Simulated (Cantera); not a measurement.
## Equilibrium for fluorocarbon and chlorocarbon gases: CH3Cl + F2 + H2

Feed: 1 mol CH3Cl, 0.27 mol F2, 2.3 mol H2.

Equilibrium computed with Cantera from the NASA thermochemical tables; the gas is ideal and each condensed phase is pure. Candidate condensed phases: C, C6H6, C7H8, C8H18; 118 gas species. Equilibrium is a limit: real reactors are often held back by kinetics, nucleation or transport.

Stable condensed phases:

```
T in K \ P in Pa
              1    5.2     27    140    720   3700  19000 100000
   2775       A      A      A      B      B      B      B      B
   2575       A      B      B      B      B      B      B      B
   2375       B      B      B      B      B      B      B      B
   2175       B      B      B      B      B      B      B      B
   1975       B      B      B      B      B      B      B      B
   1775       B      B      B      B      B      B      B      B
   1575       B      B      B      B      B      B      B      B
   1375       B      B      B      B      B      B      B      B
   1175       B      B      B      B      B      B      B      B
    975       B      B      B      B      B      B      B      B
    775       B      B      B      B      B      B      B      B
```

A: gas only; B: C.
